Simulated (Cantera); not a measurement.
Charge: 1 mol Fe(CO)₅, a varied amount of N₂, 0.053 mol O₂, held at 1423.15 K and 0.00530 bar.

Method: chemical equilibrium by Gibbs-energy minimisation in Cantera with the NASA 1993 tables (ideal gas, pure condensed phases). Candidate condensed phases: C, Fe, Fe(CO)₅, FeO, Fe₂O₃, Fe₃O₄; 27 gas species. Equilibrium is a limit: real reactors are often held back by kinetics, nucleation or transport.

Task: At 20 mol N₂, list the 3 most abundant gas species with their mole fractions, and the condensed phases.

Result: N₂ 0.800, CO 0.196, CO₂ 0.00424. Condensed: Fe(γ).
